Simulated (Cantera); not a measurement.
A Cantera script and its output.

```python
import numpy as np
import cantera as ct

surf = ct.Interface("diamond.yaml", "diamond_100")
gas, bulk = surf.adjacent["gas"], surf.adjacent["diamond"]
k = surf.kinetics_species_index(bulk.species_names[0])
cover = ["c6HH", "c6H*", "c6*H", "c6**", "c6HM", "c6B"]

rows, drift = [], 0.0
print(f"{'T':>10s}{'um/h':>11s}" + "".join(f"{s:>11s}" for s in cover))
for v in [950, 1025, 1100, 1175, 1250, 1325, 1400]:
    T, P, xH, xCH3 = v, 11000, 0.0016, 0.00036
    gas.TPX = T, P, {"H": xH, "CH3": xCH3, "CH4": 0.0062, "H2": 1 - xH - xCH3 - 0.0062}
    surf.TP = bulk.TP = T, P
    surf.coverages = "c6H*:0.1, c6HH:0.9"
    surf.advance_coverages(100.0)
    before = surf.coverages
    surf.advance_coverages(100.0)
    drift = max(drift, np.max(np.abs(surf.coverages - before) / (surf.coverages + 1e-9)))
    rate = surf.net_production_rates[k] * bulk.mean_molecular_weight / bulk.density * 3.6e9
    rows.append([rate, *surf[cover].coverages])
    print(f"{v:10.4g}{rate:11.4e}" + "".join(f"{x:11.3e}" for x in rows[-1][1:]))
```

It prints:

```
         T       um/h       c6HH       c6H*       c6*H       c6**       c6HM        c6B
       950 1.3246e+01  5.429e-01  1.184e-02  2.804e-01  5.186e-03  1.224e-01  3.594e-08
      1025 1.8049e+01  5.097e-01  1.798e-02  3.432e-01  9.150e-03  8.524e-02  4.898e-08
      1100 1.8265e+01  4.822e-01  2.558e-02  4.049e-01  1.470e-02  4.741e-02  4.956e-08
      1175 1.1946e+01  4.561e-01  3.415e-02  4.591e-01  2.153e-02  1.683e-02  3.242e-08
      1250 7.0562e+00  4.257e-01  4.239e-02  4.936e-01  2.845e-02  4.286e-03  1.915e-08
      1325 5.6352e+00  3.986e-01  4.997e-02  5.122e-01  3.477e-02  1.011e-03  1.529e-08
      1400 4.8319e+00  3.790e-01  5.697e-02  5.212e-01  4.025e-02  2.400e-04  1.311e-08
```

Model: the Harris–Goodwin 1993 mechanism for the reconstructed diamond (100) surface, integrated in Cantera.
